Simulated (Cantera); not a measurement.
Feed: 1 mol B₂O₃, 31 mol H₂, equilibrated at 1298 K and 1.00 bar.

Equilibrium computed with Cantera from the NASA thermochemical tables; the gas is ideal and each condensed phase is pure. Candidate condensed phases: B, B₂O₃, B₃O₃H₃, H₂O; 23 gas species. Equilibrium is a limit: real reactors are often held back by kinetics, nucleation or transport.

Base state: H₂ 1.000, H₂O 6.42e-5, HBO 4.80e-5, B₃O₃H₃ 3.48e-5, HBO₂ 2.41e-5 (mole fractions); condensed: B₂O₃(l).

### Question
What changes in the equilibrium state with this change: temperature from 1298 K to 2423 K?

### Answer
```json
[
 {"species": "H₂", "before": "1.000", "after": "0.917"},
 {"species": "HBO", "before": "4.80e-5", "after": "0.0279"},
 {"species": "H", "before": "1.07e-6", "after": "0.0170"},
 {"species": "HBO₂", "before": "2.41e-5", "after": "0.0161"},
 {"species": "BO", "before": "1.86e-9", "after": "0.00529"},
 {"species": "BO₂", "before": "<1e-9", "after": "6.79e-5"},
 {"species": "B₂O₂", "before": "3.24e-8", "after": "0.00138"},
 {"species": "B₂O₃(l), mol", "before": "0.997", "after": "0"}
]
```
